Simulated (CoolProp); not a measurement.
Saturation properties of dimethyl carbonate (Tc = 557.0 K, pc = 4909 kPa, ω = 0.346).

Computed with CoolProp (reference Helmholtz-energy equation of state, Zhou 2011).

```json
[
 {"T (K)": "436.8", "p (kPa)": "671.5", "liquid density (kg/m³)": "860.1", "vapour density (kg/m³)": "18.81", "enthalpy of vaporisation (kJ/kg)": "317.8", "surface tension (mN/m)": "9.79"},
 {"T (K)": "439.9", "p (kPa)": "716.0", "liquid density (kg/m³)": "854.8", "vapour density (kg/m³)": "20.03", "enthalpy of vaporisation (kJ/kg)": "315.0", "surface tension (mN/m)": "…"},
 {"T (K)": "443", "p (kPa)": "762.6", "liquid density (kg/m³)": "849.4", "vapour density (kg/m³)": "21.33", "enthalpy of vaporisation (kJ/kg)": "312.1", "surface tension (mN/m)": "9.10"},
 {"T (K)": "446.1", "p (kPa)": "811.5", "liquid density (kg/m³)": "844.0", "vapour density (kg/m³)": "22.69", "enthalpy of vaporisation (kJ/kg)": "309.1", "surface tension (mN/m)": "8.75"},
 {"T (K)": "449.2", "p (kPa)": "…", "liquid density (kg/m³)": "838.5", "vapour density (kg/m³)": "24.12", "enthalpy of vaporisation (kJ/kg)": "306.1", "surface tension (mN/m)": "8.42"},
 {"T (K)": "452.3", "p (kPa)": "…", "liquid density (kg/m³)": "832.9", "vapour density (kg/m³)": "25.63", "enthalpy of vaporisation (kJ/kg)": "303.0", "surface tension (mN/m)": "8.08"},
 {"T (K)": "455.3", "p (kPa)": "970.8", "liquid density (kg/m³)": "827.5", "vapour density (kg/m³)": "27.16", "enthalpy of vaporisation (kJ/kg)": "300.0", "surface tension (mN/m)": "7.76"},
 {"T (K)": "458.4", "p (kPa)": "…", "liquid density (kg/m³)": "821.8", "vapour density (kg/m³)": "28.83", "enthalpy of vaporisation (kJ/kg)": "296.8", "surface tension (mN/m)": "…"},
 {"T (K)": "461.5", "p (kPa)": "1091", "liquid density (kg/m³)": "816.0", "vapour density (kg/m³)": "30.59", "enthalpy of vaporisation (kJ/kg)": "293.6", "surface tension (mN/m)": "7.11"},
 {"T (K)": "464.6", "p (kPa)": "1155", "liquid density (kg/m³)": "810.1", "vapour density (kg/m³)": "32.44", "enthalpy of vaporisation (kJ/kg)": "290.2", "surface tension (mN/m)": "6.79"},
 {"T (K)": "467.7", "p (kPa)": "1222", "liquid density (kg/m³)": "804.1", "vapour density (kg/m³)": "34.39", "enthalpy of vaporisation (kJ/kg)": "…", "surface tension (mN/m)": "6.48"},
 {"T (K)": "470.8", "p (kPa)": "1291", "liquid density (kg/m³)": "798.1", "vapour density (kg/m³)": "36.45", "enthalpy of vaporisation (kJ/kg)": "…", "surface tension (mN/m)": "…"},
 {"T (K)": "473.9", "p (kPa)": "1364", "liquid density (kg/m³)": "791.9", "vapour density (kg/m³)": "38.62", "enthalpy of vaporisation (kJ/kg)": "279.8", "surface tension (mN/m)": "5.86"}
]
```

Problem. Some entries are withheld; supply them.

Solution. 
- 439.9, surface tension (mN/m): 9.44
- 449.2, p (kPa): 862.8
- 452.3, p (kPa): 916.5
- 458.4, p (kPa): 1029
- 458.4, surface tension (mN/m): 7.43
- 467.7, enthalpy of vaporisation (kJ/kg): 286.8
- 470.8, enthalpy of vaporisation (kJ/kg): 283.4
- 470.8, surface tension (mN/m): 6.17

It boils at 363.3 K under 1 atm.

Surface tension comes from a separate correlation (Mulero 2014).
